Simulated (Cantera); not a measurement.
Input: 1 mol SiH2Cl2, 0.98 mol Cl2, 96 mol H2, 0.25 mol HCl, equilibrated at 3.68 Torr.

Equilibrium computed with Cantera from the NASA thermochemical tables; the gas is ideal and each condensed phase is pure. Candidate condensed phases: Si; 19 gas species. Equilibrium is a limit: real reactors are often held back by kinetics, nucleation or transport.

Over these rows the condensed part is Si(s). Partial pressures as log10 of bar:

```tsv
T (K)	1000/T (1/K)	log p SiCl4	log p H2	log p HCl
1075	0.9302	-5.09	-2.32	-3.85
1175	0.8511	-5.95	-2.33	-3.77
1275	0.7843	-6.89	-2.33	-3.76
1375	0.7273	?	-2.33	-3.77
1475	0.6780	-8.47	-2.33	-3.77
1575	0.6349	-9.11	-2.33	-3.78
```

Q: Fit log p(SiCl4) = a + b·(1000/T) to the five rows, give the apparent enthalpy, and predict the row at 1375 K.

A: Means: 1000/T = 0.7757, log p = -7.102. Sxy = 0.815918, Sxx = 0.0589993, so b = 13.83 and a = -7.102 − (13.83)×0.7757 = -17.83.
Apparent enthalpy: −19.145 × (13.83) = -265 kJ/mol. With the condensed phases at unit activity, Si(s) + 4 HCl(g) = SiCl4(g) + 2 H2(g) links this pressure to the main gases: over the six rows their terms move log p by +0.30 in all, so the slope isn't that reaction's ΔH° alone. The five rows lie within 0.12 of the line; that is curvature, so one enthalpy describes this range poorly.
Prediction at 1375 K: -17.83 + (13.83)×0.7273 = -7.77. The computed value is -7.73, 0.04 from the line.
